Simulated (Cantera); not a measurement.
Feed: 1 mol Cu, 1.3 mol HF, 3.5 mol N₂, held at 10.0 mbar.

Cantera equilibrium calculation (NASA polynomials, part measured and part estimated; ideal gas, pure solids and liquids). Candidate condensed phases: Cu, CuF₂; 25 gas species. Rates play no part.

x: gas mole fraction; n: condensed amount in mol.

```
T (K)   x N₂   x HF     x CuF      x Cu  x H₂  n Cu(s)  n Cu(l)
-----  -----  -----  --------  --------  ----  -------  -------
848    0.729  0.271   3.96e-8  1.16e-12   [?]     1.00        0
898    0.729  0.271   1.53e-7  1.63e-11   [?]    1.000        0
948    0.729  0.271   5.14e-7  1.73e-10   [?]    1.000        0
998    0.729  0.271   1.53e-6   1.44e-9   [?]    1.000        0
1048   0.729  0.271   4.07e-6   9.78e-9   [?]    1.000        0
1098   0.729  0.271   9.94e-6   5.57e-8   [?]    1.000        0
1148   0.729  0.271   2.24e-5   2.72e-7   [?]    1.000        0
1198   0.729  0.271   4.71e-5   1.16e-6   [?]    1.000        0
1248   0.729  0.271   9.33e-5   4.41e-6   [?]    1.000        0
1298   0.729  0.271  0.000175   1.50e-5   [?]    0.999        0
1348   0.729  0.270  0.000313   4.68e-5   [?]    0.998        0
1398   0.729  0.270  0.000524  0.000130   [?]        0    0.997
1448   0.729  0.270  0.000842  0.000332   [?]        0    0.994
1498   0.728  0.269   0.00131  0.000795   [?]        0    0.990
```

Problem. Some entries are withheld; supply them.

Solution. 
- 848, x H₂: 2.00e-8
- 898, x H₂: 7.71e-8
- 948, x H₂: 2.58e-7
- 998, x H₂: 7.65e-7
- 1048, x H₂: 2.04e-6
- 1098, x H₂: 4.97e-6
- 1148, x H₂: 1.12e-5
- 1198, x H₂: 2.36e-5
- 1248, x H₂: 4.67e-5
- 1298, x H₂: 8.75e-5
- 1348, x H₂: 0.000156
- 1398, x H₂: 0.000262
- 1448, x H₂: 0.000420
- 1498, x H₂: 0.000652
